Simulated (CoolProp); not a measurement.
Methanol along the isotherm 346.85 °C: density (kg/m³) from the reference equation and from simpler models built on Tc = 240.2 °C, pc = 8216 kPa, ω = 0.565; each cubic takes its own stable root.

The numbers come from the reference Helmholtz-energy equation of state, de Reuck 1993 in CoolProp.

```
p (kPa)          phase  reference  ideal gas  van der Waals  Redlich-Kwong  Peng-Robinson
-------  -------------  ---------  ---------  -------------  -------------  -------------
260                gas      1.625      1.616          1.626          1.626          1.625
493                gas      3.095      3.064          3.099          3.101          3.098
934                gas      5.918      5.806          5.933          5.938          5.927
1770               gas      11.42      11.00          11.47          11.49          11.45
3360               gas      22.48      20.89          22.71          22.75          22.54
6360               gas      45.77      39.53          47.14          47.05          45.80
12100    supercritical      101.0      75.21          115.4          109.7          99.48
22900    supercritical      254.7      142.3          241.2          247.9          213.1
43300    supercritical      443.1      269.1          304.2          355.1          344.3
82200    supercritical      563.8      510.9          350.1          436.3          452.2
```
